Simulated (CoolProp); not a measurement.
A single-stage vapour-compression cycle with R21: evaporating at 317.15 K (dew point), condensing at 382.15 K (bubble point), superheat 8 K, subcooling 0 K, compressor efficiency 0.9, no pressure losses. Each further row changes one setting.

The numbers come from the reference Helmholtz-energy equation of state, Platzer 1990 in CoolProp. This equation is an older, rougher fit; its heat capacities, sound speeds and derivatives of the liquid may be far off and weren't checked against measurements.

```tsv
case	cooling COP	pressure ratio	discharge temperature (K)	refrigerating effect (kJ/kg)	volumetric capacity (kJ/m³)
as stated	(withheld)	4.78	412.7	150	2060
evaporating temperature 322.15 K	(withheld)	(withheld)	410.4	153	2400
condensing temperature 377.15 K	(withheld)	4.33	406.5	156	2140
subcooling 5 K	3.46	4.78	412.7	156	2140
superheat 18 K	(withheld)	4.78	423.2	(withheld)	(withheld)
compressor efficiency 0.8	(withheld)	4.78	419.5	150	2060
```

### Question
Some entries are withheld; supply them.

### Answer

- as stated, cooling COP: 3.32
- evaporating temperature 322.15 K, cooling COP: 3.73
- evaporating temperature 322.15 K, pressure ratio: 4.14
- condensing temperature 377.15 K, cooling COP: 3.70
- superheat 18 K, cooling COP: 3.33
- superheat 18 K, refrigerating effect (kJ/kg): 157
- superheat 18 K, volumetric capacity (kJ/m³): 2070
- compressor efficiency 0.8, cooling COP: 2.95
